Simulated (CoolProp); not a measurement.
Saturation properties of fluoroethane (R161).

The numbers come from the reference Helmholtz-energy equation of state, Wu 2012 in CoolProp.

```csv
T (°C),p (bar),liquid density (kg/m³),vapour density (kg/m³),enthalpy of vaporisation (kJ/kg),liquid cp (kJ/(kg K))
23.55,8.884,714.1,20.62,342.4,2.284
30.15,10.61,699.9,24.72,330.7,2.337
36.65,12.55,684.9,29.43,318.5,2.394
43.15,14.73,668.9,34.92,305.4,2.459
49.65,17.18,651.7,41.33,291.4,2.534
56.25,19.96,632.9,48.99,276.1,2.625
62.75,23.01,612.8,57.94,259.6,2.739
69.25,26.40,590.8,68.71,241.5,2.894
75.75,30.15,566.3,81.92,221.2,3.125
82.35,34.37,538.0,98.94,197.5,3.525
```

It boils at -37.6 °C under 1 atm.
